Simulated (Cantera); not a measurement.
# Adiabatic ignition

An adiabatic, constant-pressure homogeneous reactor starts with CO : H2 : O2 : N2 : H2O = 1 : 1.5 : 2.66 : 24.5 : 8 (molar parts), at 1098 K and 750 Torr.

Computed with Cantera and GRI-Mech 3.0 (53 species, 325 reactions).

| t (s) | T (K) | x CO | x H2 | x O2 | x NO2 | x H2O2 |
|---|---|---|---|---|---|---|
| 3.00e-6 | 1098 | 0.0266 | 0.0398 | 0.0706 | <1e-12 | <1e-12 |
| 6.63e-6 | 1098 | 0.0266 | 0.0398 | 0.0706 | <1e-12 | <1e-12 |
| 1.47e-5 | 1098 | 0.0266 | 0.0398 | 0.0706 | <1e-12 | <1e-12 |
| 3.24e-5 | 1098 | 0.0266 | 0.0398 | 0.0706 | <1e-12 | 3.19e-12 |
| 7.17e-5 | 1098 | 0.0266 | 0.0398 | 0.0706 | <1e-12 | 3.05e-11 |
| 0.000158 | 1098 | 0.0266 | 0.0398 | 0.0706 | <1e-12 | 4.06e-10 |
| 0.000350 | 1098 | 0.0266 | 0.0398 | 0.0706 | <1e-12 | 1.58e-8 |
| 0.000775 | 1213 | 0.0246 | 0.0215 | 0.0606 | 2.91e-11 | 5.33e-6 |
| 0.00171 | 1563 | 0.000433 | 0.000325 | 0.0388 | 1.42e-9 | 3.05e-7 |
| 0.00379 | 1571 | 3.41e-5 | 4.02e-5 | 0.0387 | 1.56e-9 | 6.67e-8 |
| 0.00837 | 1572 | 5.35e-6 | 1.13e-5 | 0.0387 | 1.14e-9 | 2.49e-8 |
| 0.0185 | 1573 | 2.16e-6 | 6.76e-6 | 0.0387 | 1.04e-9 | 1.67e-8 |
| 0.0409 | 1573 | 1.94e-6 | 6.38e-6 | 0.0387 | 1.04e-9 | 1.59e-8 |
| 0.0905 | 1573 | 1.94e-6 | 6.38e-6 | 0.0387 | 1.05e-9 | 1.59e-8 |
| 0.200 | 1573 | 1.94e-6 | 6.38e-6 | 0.0387 | 1.07e-9 | 1.59e-8 |
x: mole fraction; the columns are a selection and need not sum to one.

```
Quantity                                                            Result
---------------------------------  ---------------------------------------
time of steepest temperature rise                                 0.790 ms
temperature at 0.200 s                                              1573 K
equilibrium temperature                                             1571 K
x(CO) at 0.200 s                   1.94e-6 (gas-phase equilibrium 1.91e-6)
x(H2) at 0.200 s                   6.38e-6 (gas-phase equilibrium 6.29e-6)
x(O2) at 0.200 s                     0.0387 (gas-phase equilibrium 0.0384)
```
